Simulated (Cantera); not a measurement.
A perfectly stirred reactor is fed with 3.24 % CH4, 0.777 % C2H6, 19.5 % O2, 73.5 % N2, 2.98 % H2O, equivalence ratio 0.47, at 14.8 atm; it is adiabatic with a 625 K inlet, and is followed from long to short residence time, starting on the burning branch (τ in s: 0.048, 0.018, 0.0065, 0.0024, 0.0009, 0.00033, 0.00012, 4.6e-05, 1.7e-05).

Computed with Cantera and GRI-Mech 3.0 (53 species, 325 reactions). The pressure lies above the range GRI-Mech 3.0 was tuned for (to about 10 atm).

One state of this run: T (K) = 1652; x CH4 = 4.26e-5; x C2H6 = 2.46e-6; x O2 = 0.104; x C2H2 = 3.54e-6; x OH = 0.000225; x H2O2 = 3.23e-7. x: mole fraction; the columns are a selection and need not sum to one.

Which value of τ (s) does it belong to?
A. 0.00012
B. 4.6e-5
C. 0.0065
D. 0.018

C, 0.0065
